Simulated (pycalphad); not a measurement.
## Freezing of Sn-Si alloys with rising Si

Source of the numbers: pycalphad with the COST 507 light-alloy database (1999); pressure 1 atm. The database dates from 1999; later assessments differ in places, in temperatures and in the compounds included. Phase fractions are per mole of atoms.

Scheil-Gulliver runs (no diffusion in the solid, steps of 4 K) beside full equilibrium.

```csv
alloy,liquidus (°C),"Scheil, half solid (°C)","Scheil, 80 % solid (°C)","Scheil, invariant end (°C)",liquid left at that end,equilibrium solidus (°C)
Sn-14.15Si (at.%),…,at the invariant end,at the invariant end,232,…,232
Sn-28.3Si (at.%),1286,at the invariant end,at the invariant end,232,0.72,232
Sn-42.45Si (at.%),1326,at the invariant end,at the invariant end,232,0.58,232
Sn-56.6Si (at.%),1350,1202,at the invariant end,232,0.43,232
```

**Question.** What belongs in the gaps?

**Answer.** 
- Sn-14.15Si (at.%), liquidus (°C): 1210
- Sn-14.15Si (at.%), liquid left at that end: 0.86
